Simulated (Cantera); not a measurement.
Input: 1 mol BN, 2 mol NF3, 0.61 mol H2, equilibrated at 10.0 mbar.

These are equilibrium values from Cantera (NASA tables, ideal gas, pure condensed phases), not measurements of a reactor. Candidate condensed phases: B, BN; 31 gas species. The numbers say what is thermodynamically allowed, not how fast it happens.

x: gas mole fraction; nothing condenses.

```
T (°C)     x F   x N2   x HF  x BF3      x F2   x NF3     x NF2
------  ------  -----  -----  -----  --------  ------  --------
577     0.0666  0.314  0.256  0.210     0.151     [?]   1.66e-7
677      0.174  0.297  0.242  0.198    0.0891     [?]   1.59e-7
777      0.273  0.281  0.229  0.187    0.0301     [?]   7.95e-8
877      0.311  0.275  0.223  0.183   0.00753     [?]   2.78e-8
977      0.320  0.273  0.222  0.182   0.00199     [?]   9.83e-9
1077     0.323  0.273  0.222  0.182  0.000618     [?]   3.92e-9
1177     0.323  0.273  0.222  0.182  0.000223     [?]   1.75e-9
1277     0.323  0.273  0.222  0.182   9.14e-5     [?]  8.68e-10
1377     0.324  0.273  0.222  0.182   4.16e-5     [?]  4.67e-10
1477     0.324  0.273  0.222  0.182   2.07e-5  <1e-12  2.69e-10
```

Q: Fill in the missing entries.

A: 
- 577, x NF3: 0.00210
- 677, x NF3: 0.000134
- 777, x NF3: 5.40e-6
- 877, x NF3: 1.86e-7
- 977, x NF3: 8.71e-9
- 1077, x NF3: 6.10e-10
- 1177, x NF3: 6.11e-11
- 1277, x NF3: 8.21e-12
- 1377, x NF3: 1.41e-12
